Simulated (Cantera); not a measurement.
Transport properties of process gases

Gas mixture: C2H4 : C2H2 : H2O = 0.77 : 0.59 : 0.068 (molar parts), at 101000 Pa, frozen composition.

Cantera's kinetic-theory transport with the Lennard-Jones parameters of GRI-Mech 3.0, ideal gas; thermal conductivity in the multicomponent form. Polar gases are described roughly by these parameters. The composition is frozen, though it would react at the higher temperatures.

| T (K) | ρ (kg/m³) | cp (J/kg/K) | μ (µPa s) | λ (mW/m/K) | Pr | D (cm²/s) CH4 | D (cm²/s) H2 | D (cm²/s) NO |
|---|---|---|---|---|---|---|---|---|
| 400 | 0.815 | 1899 | 13.5 | 34.7 | 0.738 | 0.299 | 1.04 | 0.276 |
| 600 | 0.543 | 2393 | 19.1 | 61.7 | 0.741 | 0.619 | 2.08 | 0.564 |
| 800 | 0.407 | 2741 | 24.0 | 88.4 | 0.743 | 1.02 | 3.37 | 0.925 |
| 1000 | 0.326 | 3020 | 28.3 | 115 | 0.743 | 1.50 | 4.89 | 1.35 |
| 1200 | 0.272 | 3235 | 32.3 | 141 | 0.743 | 2.04 | 6.63 | 1.84 |
| 1400 | 0.233 | 3407 | 35.9 | 165 | 0.742 | 2.64 | 8.56 | 2.38 |
| 1600 | 0.204 | 3542 | 39.4 | 188 | 0.742 | 3.31 | 10.7 | 2.97 |
D: mixture-averaged diffusion coefficient of that species in the mixture.
